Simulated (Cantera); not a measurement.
## Ignition delay

Mixture: 11.1 % CH4, 18.5 % O2, 69.4 % N2, 1.08 % C2H6, equivalence ratio 1.4, at 375 Torr, adiabatic and at constant volume. Ignition delay is the time to a rise of 400 K.

Model: GRI-Mech 3.0 (53 species, 325 reactions), integrated in Cantera.

```tsv
T0 (K)	delay (ms)
1273	4.54
1323	2.62
1373	1.54
1423	0.922
1473	0.567
1523	0.361
1573	0.238
1623	0.163
1673	0.116
```

```
Quantity                                                Result
--------------------------------------------------  ----------
apparent activation energy between 1573 and 1673 K  160 kJ/mol
```
